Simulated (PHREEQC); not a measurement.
Solution (25 °C): 0.076 mol/kgw HCl, 0.0087 mol/kgw ZnSO4 and 4.6e-05 mol/kgw Na2SO4. Closed to the air; pH follows from the charge balance.

All values are PHREEQC results (ion-association model, phreeqc.dat), not measurements.

Each row changes one thing in this solution. This is a speciation only: nothing precipitates in the calculation.

```
case                                      pH  ionic strength (mol/kgw)  Zn+2 (mol/kgw)  HSO4- (mol/kgw)  SO4-2 (mol/kgw)  ZnCl+ (mol/kgw)  SI of Halite (NaCl)
--------------------------------------  ----  ------------------------  --------------  ---------------  ---------------  ---------------  -------------------
as made                                 1.24                    0.0955         0.00753          0.00598          0.00220         0.000581                -6.95
ZnSO4 from 0.0087 to 0.0435 mol/kgw     1.36                         …          0.0320           0.0213           0.0120          0.00201                -7.00
Na2SO4 from 4.6e-05 to 9.2e-06 mol/kgw  1.24                    0.0954         0.00753          0.00595                …         0.000581                -7.65
0.0032 mol/kgw TMAH added               1.26                    0.0956         0.00752          0.00589          0.00227         0.000580                -6.95
diluted 10-fold with water              2.17                    0.0103               …         0.000268         0.000559          1.10e-5                -8.82
diluted 2-fold with water               1.52                    0.0488         0.00386          0.00254          0.00153         0.000183                -7.50
temperature from 25 to 85 °C            1.26                    0.0876         0.00518          0.00792         0.000683          0.00319                -7.03
diluted 100-fold with water             3.14                   0.00109         8.56e-5          5.14e-6          8.11e-5          1.51e-7               -10.76
0.0019 mol/kgw NaHCO3 added             1.25                    0.0956         0.00752          0.00592          0.00224         0.000580                -5.61
```

Q: Fill in the missing entries.

A: 
- ZnSO4 from 0.0087 to 0.0435 mol/kgw, ionic strength (mol/kgw): 0.166
- Na2SO4 from 4.6e-05 to 9.2e-06 mol/kgw, SO4-2 (mol/kgw): 0.00219
- diluted 10-fold with water, Zn+2 (mol/kgw): 0.000812

Complexes and solids missing from the database can't appear. (CH3)4N+ isn't in the database: it is added as a free cation with an ion size of 4 Å. Away from 25 °C the constants follow the database's enthalpies or fits; those with neither stay at their 25 °C values.
